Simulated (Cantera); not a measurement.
Feed: 1 mol H₂O, at 2175 K and 62.0 Pa.

Method: chemical equilibrium by Gibbs-energy minimisation in Cantera with the NASA 1993 tables (ideal gas, pure condensed phases). Candidate condensed phases: H₂O; 9 gas species. The numbers say what is thermodynamically allowed, not how fast it happens.

Base state: H₂O 0.689, H₂ 0.118, H 0.0674, OH 0.0528, O₂ 0.0521, O 0.0211 (mole fractions); condensed: gas only.

Question: What changes in the equilibrium state with this change: 0.32 mol Cl₂ added?

Answer: 
```json
[
 {"species": "H₂O", "before": "0.689", "after": "0.378"},
 {"species": "HCl", "before": "0", "after": "0.236"},
 {"species": "Cl", "before": "0", "after": "0.145"},
 {"species": "H₂", "before": "0.118", "after": "0.0543"},
 {"species": "H", "before": "0.0674", "after": "0.0457"},
 {"species": "O₂", "before": "0.0521", "after": "0.0742"},
 {"species": "OH", "before": "0.0528", "after": "0.0427"},
 {"species": "O", "before": "0.0211", "after": "0.0252"},
 {"species": "ClO", "before": "0", "after": "1.31e-5"}
]
```

Question: What changes in the equilibrium state with this change: pressure from 62.0 Pa to 101000 Pa?

Answer: 
| species | before | after |
|---|---|---|
| H₂O | 0.689 | 0.975 |
| H₂ | 0.118 | 0.0131 |
| OH | 0.0528 | 0.00556 |
| H | 0.0674 | 0.000555 |
| O | 0.0211 | 0.000165 |
| O₂ | 0.0521 | 0.00521 |
